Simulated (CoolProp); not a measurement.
Vapour pressure (MPa) of water: the reference equation beside estimates from Tc = 647.1 K, pc = 22.06 MPa, ω = 0.344. Clausius-Clapeyron is anchored at 361.9 K with a constant enthalpy of vaporisation of 41.18 kJ/mol.

Computed with CoolProp (reference Helmholtz-energy equation of state, Wagner 2002).

| T (K) | reference | Lee-Kesler | Clausius-Clapeyron | van der Waals | Redlich-Kwong | Soave-Redlich-Kwong | Peng-Robinson |
|---|---|---|---|---|---|---|---|
| 329.2 | 0.01657 | 0.01334 | 0.01719 | 0.6888 | 0.06315 | 0.01371 | 0.01489 |
| 345.6 | 0.03466 | 0.02928 | 0.03509 | 0.9458 | 0.1188 | 0.02993 | 0.03190 |
| 361.9 | 0.06692 | 0.05890 | 0.06692 | 1.262 | 0.2074 | 0.05989 | 0.06284 |
| 378.3 | 0.1215 | 0.1108 | 0.1211 | 1.647 | 0.3421 | 0.1121 | 0.1160 |
| 394.6 | 0.2080 | 0.1951 | 0.2080 | 2.103 | 0.5345 | 0.1965 | 0.2013 |
| 411 | 0.3401 | 0.3266 | 0.3432 | 2.642 | 0.8017 | 0.3279 | 0.3328 |
| 427.3 | 0.5315 | 0.5203 | 0.5435 | 3.262 | 1.156 | 0.5209 | 0.5248 |
| 443.7 | 0.8028 | 0.7975 | 0.8341 | 3.977 | 1.616 | 0.7972 | 0.7983 |
| 460 | 1.171 | 1.176 | 1.239 | 4.782 | 2.194 | 1.175 | 1.171 |
| 476.4 | 1.663 | 1.684 | 1.795 | 5.693 | 2.912 | 1.683 | 1.671 |
| 492.7 | 2.300 | 2.339 | 2.531 | 6.702 | 3.776 | 2.341 | 2.318 |
| 509.1 | 3.115 | 3.175 | 3.499 | 7.826 | 4.813 | 3.186 | 3.148 |
| 525.4 | 4.129 | 4.211 | 4.732 | 9.055 | 6.023 | 4.237 | 4.181 |

Absolute difference from the reference over all 13 rows, mean and median: Lee-Kesler 5.8 and 2.1 %, Clausius-Clapeyron 4.9 and 3.7 %, van der Waals 1018.2 and 513.7 %, Redlich-Kwong 134.9 and 117.5 %, Soave-Redlich-Kwong 5.3 and 2.6 %, Peng-Robinson 3.0 and 1.3 %.
